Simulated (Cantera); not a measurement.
A Cantera script and what it prints.

```python
import numpy as np
import cantera as ct

gas_names = [...]  # 113 gases of nasa_gas.yaml made of C, H, O, Ti
cond_names = """
    C(gr) C6H6(L) C7H8(L) C8H18(L),n-octa H2O(s) H2O(L) Ti(a) Ti(b) Ti(L) TiC(s) TiC(L) TiO(a) TiO(b)
    TiO(L) TiO2(ru) TiO2(L) Ti2O3(a) Ti2O3(b) Ti2O3(L) Ti3O5(a) Ti3O5(b) Ti3O5(L) Ti4O7(s) Ti4O7(L)
""".split()


# ... load() reads the species with a 1 bar reference pressure and builds the phases ...
atoms = {
    'TiO2': {'Ti': 1, 'O': 2},
    'C': {'C': 1},
    'H2': {'H': 2},
}
top_T = {'C(gr)': 4500}  # K; cautious upper limits of use, not melting points


# ... equilibrate(T, P, feed) seeds the gas with the atoms and calls Mixture.equilibrate('TP', solver="vcs", rtol=1e-11, max_steps=5000) ...
results = []
feed = {'TiO2': 1, 'C': 7.3, 'H2': 2.1}  # mol
P = 101325  # Pa
for T in [1248, 1398, 1548, 1698, 1848, 1998, 2148, 2298, 2448, 2598]:
    mix = equilibrate(T, P, feed)
    results.append((T, P, feed, dict(zip(mix.species_names, mix.species_moles))))

top = {s: max(r[3][s] / sum(r[3][g] for g in gas_names) for r in results) for s in gas_names}
cols = sorted((s for s in top if top[s] > 1e-05), key=lambda s: -top[s])[:8]
seen = [c for c in cond_names if any(r[3].get(c, 0) > 1e-12 for r in results)]
print("log10 of partial pressures in bar; condensed amounts in mol")
print(f"{'T/K':>10s}" + "".join(f"{s[:9]:>10s}" for s in cols + seen))
for T, P, feed, n in results:
    ng = sum(n[g] for g in gas_names)
    print(f"{T:10.4g}" + "".join(f"{np.log10(max(n[s] / ng * P / 1e5, 1e-99)):10.3f}" for s in cols)
          + "".join(f"{n.get(c, 0):10.4g}" for c in seen))
```

Result:

```
log10 of partial pressures in bar; condensed amounts in mol
       T/K        H2        CO         H       CH4 C2H2,acet       H2O       CO2      C4H2     C(gr)    TiC(s)  Ti3O5(b)  Ti4O7(s)
      1248    -0.048    -0.970    -6.355    -2.049    -6.662    -2.831    -3.945   -13.706     7.033         0         0      0.25
      1398    -0.060    -0.858    -5.355    -2.480    -5.671    -3.339    -4.472   -11.704      6.96         0    0.3333         0
      1548    -0.276    -0.317    -4.649    -3.240    -5.080    -3.503    -3.989   -10.300     4.445    0.9452   0.01826         0
      1698    -0.285    -0.306    -3.983    -3.528    -4.428    -3.903    -4.456    -8.978     4.299         1         0         0
      1848    -0.285    -0.306    -3.418    -3.752    -3.875    -4.237    -4.861    -7.865     4.298         1         0         0
      1998    -0.286    -0.306    -2.938    -3.942    -3.406    -4.520    -5.201    -6.923     4.296         1         0         0
      2148    -0.288    -0.307    -2.524    -4.106    -3.006    -4.763    -5.490    -6.115     4.292         1         0         0
      2298    -0.291    -0.307    -2.164    -4.250    -2.660    -4.975    -5.739    -5.416     4.282         1         0         0
      2448    -0.298    -0.309    -1.850    -4.382    -2.361    -5.164    -5.957    -4.809     4.264         1         0         0
      2598    -0.309    -0.312    -1.574    -4.508    -2.103    -5.336    -6.150    -4.279     4.234         1         0         0
```

Method: chemical equilibrium by Gibbs-energy minimisation in Cantera with the NASA 1993 tables (ideal gas, pure condensed phases). Mutual solubility and eutectic melting of coexisting phases are not modelled. TiC: taken at fixed stoichiometry. Condensed phases not in the tables: Magnéli phases beyond Ti4O7.
